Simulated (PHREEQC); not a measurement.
# Alkaline etch or developer (model solution)

Consider water at 20 °C with 0.039 mmol/kgw TMAH, 0.79 mmol/kgw NaAlO2 and 0.037 mmol/kgw Na2CO3. Closed to the air; pH follows from the charge balance.

Computed with PHREEQC (ion-association model, phreeqc.dat).

Precipitation was switched off in this run.

Problem. What pH, ionic strength does the model give?

Solution. pH 9.96; ionic strength 0.000914 mol/kgw.

Problem. In which forms is C present?

Solution. HCO3- 70 %, CO3-2 30 % of the C.

Saturation is exceeded, for instance for Gibbsite (slow to form); the values hold only as long as no solid forms. Complexes and solids missing from the database can't appear. (CH3)4N+ isn't in the database: it is added as a free cation with an ion size of 4 Å.
